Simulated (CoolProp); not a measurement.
Vapour-liquid equilibrium of benzene (1) + toluene (2) at 0.365 MPa; x and y are mole fractions of (1).

The numbers come from the multi-fluid Helmholtz-energy mixture model, Thol 2012 and Lemmon 2006; pair parameters Bell 2016 in CoolProp.

```json
[
 {"x": "0.05", "bubble temperature (°C)": "160.6", "y at the bubble point": "0.090", "dew temperature at overall composition x (°C)": "161.6", "liquid density (mol/L)": "7.925"},
 {"x": "0.2", "bubble temperature (°C)": "154.1", "y at the bubble point": "0.325", "dew temperature at overall composition x (°C)": "157.7", "liquid density (mol/L)": "8.187"},
 {"x": "0.35", "bubble temperature (°C)": "148.3", "y at the bubble point": "0.514", "dew temperature at overall composition x (°C)": "153.4", "liquid density (mol/L)": "8.452"},
 {"x": "0.5", "bubble temperature (°C)": "142.9", "y at the bubble point": "0.666", "dew temperature at overall composition x (°C)": "148.7", "liquid density (mol/L)": "8.724"},
 {"x": "0.65", "bubble temperature (°C)": "138.1", "y at the bubble point": "0.790", "dew temperature at overall composition x (°C)": "143.5", "liquid density (mol/L)": "9.003"},
 {"x": "0.8", "bubble temperature (°C)": "133.7", "y at the bubble point": "0.891", "dew temperature at overall composition x (°C)": "137.7", "liquid density (mol/L)": "9.290"},
 {"x": "0.95", "bubble temperature (°C)": "129.6", "y at the bubble point": "0.975", "dew temperature at overall composition x (°C)": "130.9", "liquid density (mol/L)": "9.587"}
]
```

No azeotrope shows between x = 0.05 and 0.95.

The pair parameters rest on a limited set of measurements; away from them the model extrapolates.
